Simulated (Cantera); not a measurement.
A freely propagating, adiabatic, planar premixed flame of 49.5 % H2, 10.7 % O2, 39.8 % N2, equivalence ratio 2.3, unburnt at 450 K and 5.00 bar; mixture-averaged transport, grid criteria slope 0.08 and curve 0.16, no radiation.

Computed with Cantera and the H2/O2 subset of GRI-Mech 3.0, which has no nitrogen chemistry. The hydrogen kinetics of GRI-Mech 3.0 are dated; newer H2 mechanisms differ, most at raised pressure. Burning velocities carry a grid error of a few per cent, more on coarse grids.

x: mole fraction of selected species; z is measured from the peak of heat release.

| z (mm) | T (K) | u (m/s) | x H2 | x O2 | x H2O | x O | x HO2 | x H |
|---|---|---|---|---|---|---|---|---|
| -0.158 | 450 | 5.14 | 0.495 | 0.107 | <1e-8 | <1e-8 | <1e-8 | <1e-8 |
| -0.106 | 450 | 5.14 | 0.495 | 0.107 | [?] | <1e-8 | <1e-8 | <1e-8 |
| -0.0791 | 450 | 5.14 | 0.495 | 0.107 | 5.71e-7 | <1e-8 | 6.77e-8 | <1e-8 |
| -0.0528 | 452 | 5.15 | 0.494 | 0.108 | 1.27e-5 | 5.01e-8 | 1.92e-6 | <1e-8 |
| -0.0264 | 531 | 5.93 | 0.480 | 0.109 | 0.00295 | 9.05e-6 | 0.000547 | 4.66e-5 |
| -0.0132 | 846 | 9.13 | 0.444 | 0.0997 | 0.0316 | 0.000183 | 0.000732 | 0.00309 |
| 0 | 1238 | 13.1 | 0.386 | 0.0727 | 0.0928 | 0.000946 | 0.000323 | 0.0163 |
| 0.0132 | 1515 | 15.8 | 0.332 | 0.0377 | 0.161 | 0.00143 | 0.000146 | 0.0329 |
| 0.0264 | 1665 | 17.4 | 0.302 | 0.0152 | 0.204 | 0.000996 | 5.67e-5 | 0.0416 |
| 0.0528 | 1792 | 18.6 | 0.288 | 0.00217 | 0.229 | 0.000358 | 7.66e-6 | 0.0411 |
| 0.106 | 1887 | 19.5 | 0.292 | 0.000141 | 0.235 | 0.000167 | 5.52e-7 | 0.0313 |
| 0.211 | 1965 | 20.2 | 0.298 | 2.98e-5 | 0.237 | 7.99e-5 | 1.59e-7 | 0.0209 |
| 0.422 | 2022 | 20.7 | 0.304 | [?] | 0.239 | [?] | [?] | [?] |

### Question
Complete the blanks.

### Answer

- -0.106, x H2O: 4.98e-8
- 0.422, x O2: 1.18e-5
- 0.422, x O: 3.21e-5
- 0.422, x HO2: 6.86e-8
- 0.422, x H: 0.0128
